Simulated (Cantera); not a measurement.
An adiabatic, constant-pressure homogeneous reactor starts with CH3OH : O2 : N2 : H2O = 1 : 1.07 : 4.03 : 0.39 (molar parts), at 1575 K and 0.260 bar.

Model: GRI-Mech 3.0 (53 species, 325 reactions), integrated in Cantera. GRI-Mech 3.0 was tuned for natural gas; its chemistry of methanol as a main component is partial and can be far from experiment.

Predict: time of steepest temperature rise; temperature at 3.00 s; equilibrium temperature; x(O2) at 3.00 s; x(H2O) at 3.00 s; x(H2) at 3.00 s.


```
Quantity                                                             Value
---------------------------------  ---------------------------------------
time of steepest temperature rise                                 0.317 ms
temperature at 3.00 s                                               2604 K
equilibrium temperature                                             2604 K
x(O2) at 3.00 s                    0.00677 (gas-phase equilibrium 0.00677)
x(H2O) at 3.00 s                       0.239 (gas-phase equilibrium 0.239)
x(H2) at 3.00 s                      0.0553 (gas-phase equilibrium 0.0553)
```
